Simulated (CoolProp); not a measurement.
Vapour-liquid equilibrium of R22 (1) + R134a (2) at 2.05 MPa; x and y are mole fractions of (1).

Values from CoolProp's multi-fluid Helmholtz-energy mixture model, Kamei 1995 and Tillner-Roth 1994; pair parameters Bell 2016.

```csv
x,"bubble temperature, mixture model (K)","bubble temperature, Raoult's law (K)","y, mixture model","y, Raoult's law"
0.05,340.6,340.8,0.064,0.070
0.2,337.5,338.1,0.244,0.263
0.35,334.7,335.5,0.407,0.436
0.5,332.2,333.0,0.558,0.591
0.65,329.9,330.7,0.698,0.729
0.8,327.9,328.4,0.831,0.854
0.95,326.1,326.2,0.958,0.965
```

The largest gap from Raoult's law is -0.8 K in bubble temperature, at x = 0.5. No azeotrope shows between x = 0.05 and 0.95.

The pair parameters rest on a limited set of measurements; away from them the model extrapolates.
